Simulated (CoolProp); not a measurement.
Saturation properties of R1132(E) (Tc = 75.7 °C, pc = 5.174 MPa, ω = 0.245).

Values from CoolProp's reference Helmholtz-energy equation of state, Akasaka 2024.

```
T (°C)  p (MPa)  liquid density (kg/m³)  enthalpy of vaporisation (kJ/kg)  liquid cp (kJ/(kg K))  vapour Z
------  -------  ----------------------  --------------------------------  ---------------------  --------
-11.45   0.5621                    1036                             265.3                  1.704    0.8893
-7.55    0.6408                    1025                             260.6                  1.717    0.8789
-3.75    0.7252                    1014                             255.9                  1.731    0.8681
0.05     0.8176                    1002                             251.1                  1.747    0.8567
3.85     0.9184                   990.2                             246.1                  1.765    0.8447
7.65      1.028                   977.9                             240.9                  1.785    0.8321
11.45     1.148                   965.3                             235.6                  1.808    0.8188
15.35     1.280                   951.9                             229.9                  1.835    0.8044
19.15     1.420                   938.4                             224.1                  1.865    0.7896
22.95     1.571                   924.3                             218.0                  1.899    0.7741
26.75     1.734                   909.7                             211.7                  1.939    0.7577
30.55     1.908                   894.4                             205.0                  1.984    0.7404
34.45     2.101                   877.9                             197.8                  2.038    0.7216
38.25     2.302                   860.9                             190.3                  2.101    0.7022
42.05     2.517                   843.0                             182.4                  2.176    0.6815
```
